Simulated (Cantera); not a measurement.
A freely propagating, adiabatic, planar premixed flame of 8.02 % CH₄, 19.3 % O₂, 72.7 % N₂, equivalence ratio 0.83, unburnt at 650 K and 0.530 bar; multicomponent transport, grid criteria slope 0.08 and curve 0.16, no radiation.

Computed with Cantera and GRI-Mech 3.0 (53 species, 325 reactions). Burning velocities carry a grid error of a few per cent, more on coarse grids.

Problem. Predict: laminar burning velocity; thermal thickness; peak x(CH₃); peak x(OH); peak x(C₂H₆); peak x(C₂H).

Solution. 
| Item | Result |
|---|---|
| laminar burning velocity | 160 cm/s |
| thermal thickness | 0.587 mm |
| peak x(CH₃) | 0.00239 |
| peak x(OH) | 0.0107 |
| peak x(C₂H₆) | 0.000830 |
| peak x(C₂H) | 1.08e-7 |
